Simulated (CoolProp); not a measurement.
A simple Rankine cycle with water: condensing at 329.15 K, boiler at 0.696 MPa, turbine inlet 442.8 K, turbine efficiency 0.9, pump efficiency 0.8, no recuperator. Each further row changes one setting.

Values from CoolProp's reference Helmholtz-energy equation of state, Wagner 2002.

```csv
case,thermal efficiency (%),net work (kJ/kg),heat in (kJ/kg),turbine exit temperature (K),volume ratio over the turbine
as stated,20.5,521,2540,329.1,28.0
turbine inlet 462.8 K,20.6,533,2590,329.1,27.0
condensing temperature 321.15 K,21.9,564,2570,321.1,40.0
boiler pressure 0.487 MPa,18.7,478,2560,329.1,19.8
turbine efficiency 0.8,18.2,463,2540,329.1,28.8
```

The expansion ends wet for: as stated; turbine inlet 462.8 K; condensing temperature 321.15 K; boiler pressure 0.487 MPa; turbine efficiency 0.8.
